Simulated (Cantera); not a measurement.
Input: 1 mol Fe₂O₃, 5.3 mol CH₄, 0.13 mol H₂, held at 1948.15 K and 1.10 bar.

These are equilibrium values from Cantera (NASA tables, ideal gas, pure condensed phases), not measurements of a reactor. Candidate condensed phases: C, C₆H₆, C₇H₈, C₈H₁₈, Fe, Fe(CO)₅, FeO, Fe(OH)₂, Fe(OH)₃, Fe₂O₃, Fe₃O₄, H₂O; 114 gas species. Iron dissolves carbon and melts from about 1420 K in contact with it, which pure phases cannot show. Condensed phases not in the tables: cementite and carbon dissolved in iron. Equilibrium is a limit: real reactors are often held back by kinetics, nucleation or transport.

Base state: H₂ 0.780, CO 0.218, H 0.000952, C₂H₂ (acetylene) 0.000421, CH₄ 0.000327, Fe 0.000182, H₂O 2.71e-5 (mole fractions); condensed: C(graphite) + Fe(l).

Task: What changes in the equilibrium state with this change: pressure from 1.10 bar to 0.150 bar?

Result: 
```json
[
 {"species": "H₂", "before": "0.780", "after": "0.778"},
 {"species": "CO", "before": "0.218", "after": "0.218"},
 {"species": "H", "before": "0.000952", "after": "0.00258"},
 {"species": "Fe", "before": "0.000182", "after": "0.00134"},
 {"species": "CH₄", "before": "0.000327", "after": "4.44e-5"},
 {"species": "H₂O", "before": "2.71e-5", "after": "3.68e-6"},
 {"species": "C₂H₂ (acetylene)", "before": "0.000421", "after": "0.000420"},
 {"species": "C(graphite), mol", "before": "2.28", "after": "2.29"},
 {"species": "Fe(l), mol", "before": "2.00", "after": "1.98"}
]
```
